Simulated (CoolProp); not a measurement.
Vapour-liquid equilibrium of ethane (1) + hydrogen sulfide (2) at 0.463 MPa; x and y are mole fractions of (1).

Model: multi-fluid Helmholtz-energy mixture model, Bücker 2006 and Lemmon 2006; pair parameters Kunz 2012, in CoolProp.

Question: Give the bubble temperature and the first vapour's composition at x = 0.2, 0.35, 0.5. Is there an azeotrope?

Answer: x = 0.2: 224.5 K, y = 0.653; x = 0.35: 221.4 K, y = 0.713; x = 0.5: 220.2 K, y = 0.743. y crosses x between x = 0.8 and 0.95: the model has an azeotrope there.

Pair parameters are fitted to limited data, so mixtures are less certain than the pure fluids. With so large a gap from Raoult's law the liquid may split in two, which this calculation doesn't test in full.
